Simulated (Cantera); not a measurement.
Ignition delay

Mixture: 6.60 % CH₄, 0.990 % C₂H₆, 15.2 % O₂, 77.2 % N₂, at 0.340 bar, adiabatic and at constant pressure. Ignition delay is the time to a rise of 400 K.

Cantera simulation using GRI-Mech 3.0 (53 species, 325 reactions); the numbers are that mechanism's predictions, not measurements.

| T0 (K) | delay (ms) |
|---|---|
| 1273 | 4.25 |
| 1373 | 1.64 |
| 1473 | 0.688 |
| 1573 | 0.321 |
| 1673 | 0.169 |
| 1773 | 0.100 |
| 1873 | 0.0656 |
| 1973 | 0.0464 |
| 2073 | 0.0349 |

The apparent activation energy between 1873 and 2073 K is 100 kJ/mol.
